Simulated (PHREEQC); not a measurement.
Make-up at 47 °C: 0.18 mol HF and 0.0028 mol CsF per kg of water. Closed to the air; pH follows from the charge balance.

Equilibrium calculation in PHREEQC: ion-association model, wateq4f.dat.

Precipitation was switched off in this run.

Question: Order these F species by the share of F that they hold, largest first: HF, H2F2, F-, HF2-.

Answer: HF (70 %), H2F2 (21 %), HF2- (4.7 %), F- (4.2 %)

The pH is 2.08 and the ionic strength 0.0120 mol/kgw. wateq4f.dat counts part of the HF as a dimer, H2F2, which phreeqc.dat doesn't know; its constant is uncertain. At this temperature some constants are extrapolated from 25 °C, and those without enthalpy data are left unchanged.
